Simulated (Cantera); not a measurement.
Input (Python, Cantera):

```python
import numpy as np
import cantera as ct

gas = ct.Solution("gri30.yaml")
gas.TPX = 1948, 86000, {'NO': 1, 'N2': 2.4, 'H2O': 0.051}
inlet = ct.Reservoir(gas, clone=True)

reactor = ct.IdealGasConstPressureReactor(gas, energy="off", clone=False)
exhaust = ct.Reservoir(gas, clone=True)
tau = [5.9, 1.9, 0.59, 0.19, 0.059, 0.019, 0.0058, 0.0018][0]
for a, b in ((inlet, reactor), (reactor, exhaust)):
    ct.MassFlowController(a, b, mdot=lambda t: reactor.mass / tau)
net = ct.ReactorNet([reactor])
show = ['NO', 'O2', 'N2O', 'NO2', 'O', 'N2']

rows = []
print(f"{'tau/s':>10s}{'T/K':>9s}" + "".join(f"{s:>11s}" for s in show))
for tau in [5.9, 1.9, 0.59, 0.19, 0.059, 0.019, 0.0058, 0.0018]:
    net.initial_time = 0.0
    net.advance(30 * tau)
    before = gas.X
    net.advance(40 * tau)
    drift = np.max(np.abs(gas.X - before) / (gas.X + 1e-9))
    rows.append([gas.T, *gas[show].X, drift])
    print(f"{tau:10.3e}{gas.T:9.1f}" + "".join(f"{x:11.3e}" for x in gas[show].X))
```

Output:

```
     tau/s      T/K         NO         O2        N2O        NO2          O         N2
 5.900e+00   1948.0  8.717e-02  1.010e-01  3.183e-06  1.057e-04  1.539e-04  7.966e-01
 1.900e+00   1948.0  1.545e-01  6.729e-02  9.509e-06  1.533e-04  1.266e-04  7.629e-01
 5.900e-01   1948.0  2.241e-01  3.253e-02  1.992e-05  1.557e-04  8.964e-05  7.281e-01
 1.900e-01   1948.0  2.647e-01  1.232e-02  2.773e-05  1.151e-04  5.706e-05  7.079e-01
 5.900e-02   1948.0  2.816e-01  3.945e-03  3.090e-05  7.183e-05  3.435e-05  6.994e-01
 1.900e-02   1948.0  2.871e-01  1.268e-03  3.103e-05  4.473e-05  2.158e-05  6.967e-01
 5.800e-03   1948.0  2.889e-01  3.918e-04  2.926e-05  2.999e-05  1.437e-05  6.958e-01
 1.800e-03   1948.0  2.895e-01  1.187e-04  2.488e-05  2.463e-05  1.066e-05  6.955e-01
```

Computed with Cantera and GRI-Mech 3.0 (53 species, 325 reactions).
